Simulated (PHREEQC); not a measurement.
Model water analysis in mmol/kgw, 25 °C, pH 7.29:

| constituent | mmol/kgw |
|---|---|
| Na | 129 |
| K | 42.3 |
| Ca | 18.7 |
| Mg | 20.9 |
| Cl | 199 |
| S(6) | 11.7 |
| Alkalinity (meq/kgw) | 0.0172 |
| Sr | 0.0513 |

Valence states are taken as typed.

Model: Pitzer model, pitzer.dat, run in PHREEQC.

Problem. The ionic strength comes out as 0.288 mol/kgw. What activity coefficients do SO4-2, Cl-, K+, Na+, Ca+2 get?

Solution. SO4-2 0.15, Cl- 0.69, K+ 0.71, Na+ 0.73, Ca+2 0.26. Single-ion values are on the MacInnes scale.

Precipitation was switched off in this run.
